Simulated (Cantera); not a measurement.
A perfectly stirred reactor is fed with NH₃ : H₂ = 1 : 4.7 (molar parts), at 0.330 bar; it is held at 2175 K, and followed from long to short residence time.

Cantera simulation using the gas-phase N/H chemistry of the illustrative SiF4/NH3 mechanism in the Surface Chemkin manual (1991); the numbers are that mechanism's predictions, not measurements. Walls and surfaces, which speed up NH3 decomposition in real reactors, are not modelled.

What does this change do: pressure from 0.330 bar to 0.0350 bar?


```json
[
 {"quantity": "x(NH₃) at τ = 0.780 s", "before": "0.00283", "after": "0.0282"},
 {"quantity": "x(H₂) at τ = 0.780 s", "before": "0.918", "after": "0.906"},
 {"quantity": "x(NH) at τ = 0.780 s", "before": "1.00e-5", "after": "2.13e-5"},
 {"quantity": "x(N₂H₂) at τ = 0.780 s", "before": "2.51e-8", "after": "3.05e-7"},
 {"quantity": "x(H) at τ = 0.780 s", "before": "0.00615", "after": "0.00283"},
 {"quantity": "x(NH₃) at τ = 4.80 ms", "before": "0.144", "after": "0.172"},
 {"quantity": "x(H₂) at τ = 4.80 ms", "before": "0.841", "after": "0.825"},
 {"quantity": "x(NH) at τ = 4.80 ms", "before": "2.91e-5", "after": "2.37e-5"},
 {"quantity": "x(N₂H₂) at τ = 4.80 ms", "before": "1.40e-6", "after": "1.20e-6"},
 {"quantity": "x(H) at τ = 4.80 ms", "before": "0.00137", "after": "0.00111"}
]
```

What does this change do: pressure from 0.330 bar to 0.0880 bar?


| quantity | before | after |
|---|---|---|
| x(NH₃) at τ = 0.780 s | 0.00283 | 0.0102 |
| x(H₂) at τ = 0.780 s | 0.918 | 0.915 |
| x(NH) at τ = 0.780 s | 1.00e-5 | 1.67e-5 |
| x(N₂H₂) at τ = 0.780 s | 2.51e-8 | 1.14e-7 |
| x(H) at τ = 0.780 s | 0.00615 | 0.00417 |
| x(NH₃) at τ = 4.80 ms | 0.144 | 0.166 |
| x(H₂) at τ = 4.80 ms | 0.841 | 0.828 |
| x(NH) at τ = 4.80 ms | 2.91e-5 | 2.85e-5 |
| x(N₂H₂) at τ = 4.80 ms | 1.40e-6 | 1.51e-6 |
| x(H) at τ = 4.80 ms | 0.00137 | 0.00125 |
